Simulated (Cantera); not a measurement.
Cantera run:

```python
import numpy as np
import cantera as ct

gas_names = [...]  # 95 gases of nasa_gas.yaml made of C, F, H
cond_names = """
    C(gr) C6H6(L) C7H8(L) C8H18(L),n-octa
""".split()


# ... load() reads the species with a 1 bar reference pressure and builds the phases ...
atoms = {
    'CH3F': {'C': 1, 'H': 3, 'F': 1},
    'H2': {'H': 2},
}
top_T = {'C(gr)': 4500}  # K; cautious upper limits of use, not melting points


# ... equilibrate(T, P, feed) seeds the gas with the atoms and calls Mixture.equilibrate('TP', solver="vcs", rtol=1e-11, max_steps=5000) ...
results = []
feed = {'CH3F': 1, 'H2': 19}  # mol
T = 2898  # K
P = 3100  # Pa
mix = equilibrate(T, P, feed)
results.append((T, P, feed, dict(zip(mix.species_names, mix.species_moles))))
x = sorted(zip(gas.X, gas.species_names), reverse=True)
print(f"T = {T:g} K  P = {P:g} Pa  gas = {mix.phase_moles(0):.4g} mol")
print("   x: " + "  ".join(f"{s} {v:.3e}" for v, s in x if v > 1e-06))
print("   condensed (mol): " + ("  ".join(f"{mix.phase(i).name} {mix.phase_moles(i):.4g}"
      for i in range(1, mix.n_phases) if mix.phase_moles(i) > 1e-12) or "none"))
```

Output:

```
T = 2898 K  P = 3100 Pa  gas = 27.29 mol
   x: H2 4.912e-01  H 4.545e-01  HF 3.646e-02  C2H2,acetylene 1.340e-02  C2H 1.831e-03  C3 1.500e-03  C 4.621e-04  C2 1.935e-04  F 1.725e-04  C4H2 1.524e-04  C2H2,vinylidene 3.311e-05  CH 3.047e-05  CH2 1.602e-05  CF 1.236e-05  C5 1.189e-05  CH3 7.588e-06  C4 2.897e-06  C6H2 1.835e-06
   condensed (mol): none
```

These are equilibrium values from Cantera (NASA tables, ideal gas, pure condensed phases), not measurements of a reactor.
